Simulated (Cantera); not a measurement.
Input (Python, Cantera):

```python
import numpy as np
import cantera as ct

gas = ct.Solution("gri30.yaml")
gas.TPX = 2150, 31000, {'CH4': 0.013, 'H2': 1, 'N2': 0.00043}
reactor = ct.IdealGasConstPressureReactor(gas, energy="off", clone=False)
net = ct.ReactorNet([reactor])
net.rtol, net.atol = 1e-08, 1e-18
show = ['CH4', 'H2', 'C2H', 'CH2', 'CH3', 'C2H4', 'C2H6']
times = np.geomspace(2e-06, 6, 11)

steps = ct.SolutionArray(gas, extra=["t"])
rows = []
print(f"{'t/s':>10s}{'T/K':>9s}{'P/Pa':>11s}" + "".join(f"{s:>11s}" for s in show))
for t in times:
    while net.time < t:
        t_next = net.step()
        steps.append(gas.state, t=t_next)
    rows.append([np.interp(t, steps.t, y) for y in (steps.T, steps.P, *steps(*show).X.T)])
    print(f"{t:10.3e}{rows[-1][0]:9.1f}{rows[-1][1]:11.4g}" + "".join(f"{x:11.3e}" for x in rows[-1][2:]))
rate = np.gradient(steps.T, steps.t)
print("integrator steps:", len(steps.t))
if steps.T.max() > steps.T[0] + 200:
    print(f"time of steepest temperature rise: {steps.t[rate.argmax()]:.4e} s")
gas.TPX = 2150, 31000, {'CH4': 0.013, 'H2': 1, 'N2': 0.00043}
gas.equilibrate("TP")
print(f"equilibrium (TP): T = {gas.T:.1f} K  " + "  ".join(f"{s} {gas[s].X[0]:.3e}" for s in show))
```

Output:

```
       t/s      T/K       P/Pa        CH4         H2        C2H        CH2        CH3       C2H4       C2H6
 2.000e-06   2150.0    3.1e+04  1.281e-02  9.867e-01  1.413e-18  8.195e-10  1.653e-05  2.095e-10  1.204e-10
 8.887e-06   2150.0    3.1e+04  1.277e-02  9.866e-01  2.389e-15  1.397e-08  5.506e-05  1.340e-08  3.959e-09
 3.949e-05   2150.0    3.1e+04  1.260e-02  9.859e-01  4.562e-12  2.615e-07  2.203e-04  8.495e-07  8.467e-08
 1.755e-04   2150.0    3.1e+04  1.183e-02  9.833e-01  5.662e-09  3.736e-06  8.156e-04  1.774e-05  7.886e-07
 7.796e-04   2150.0    3.1e+04  8.655e-03  9.815e-01  2.987e-07  9.979e-06  1.157e-03  2.475e-05  1.016e-06
 3.464e-03   2150.0    3.1e+04  3.539e-03  9.839e-01  9.541e-07  4.944e-06  5.033e-04  8.413e-06  1.828e-07
 1.539e-02   2150.0    3.1e+04  9.142e-04  9.852e-01  1.320e-06  1.412e-06  1.338e-04  5.744e-06  1.272e-08
 6.839e-02   2150.0    3.1e+04  2.430e-04  9.856e-01  1.418e-06  3.865e-07  3.587e-05  5.806e-06  1.015e-09
 3.039e-01   2150.0    3.1e+04  1.590e-04  9.856e-01  1.430e-06  2.539e-07  2.348e-05  5.836e-06  5.019e-10
 1.350e+00   2150.0    3.1e+04  1.587e-04  9.856e-01  1.430e-06  2.535e-07  2.344e-05  5.836e-06  5.005e-10
 6.000e+00   2150.0    3.1e+04  1.587e-04  9.856e-01  1.430e-06  2.535e-07  2.344e-05  5.836e-06  5.004e-10
integrator steps: 977
equilibrium (TP): T = 2150.0 K  CH4 1.549e-04  H2 9.856e-01  C2H 1.361e-06  CH2 2.475e-07  CH3 2.289e-05  C2H4 5.555e-06  C2H6 4.769e-10
```

Cantera simulation using GRI-Mech 3.0 (53 species, 325 reactions); the numbers are that mechanism's predictions, not measurements. GRI-Mech 3.0 stops at C3 and has no aromatics, soot or wall deposition, so with more carbon than oxygen in the feed, carbon stays in small species such as C2H2 where larger ones or solid carbon would form.
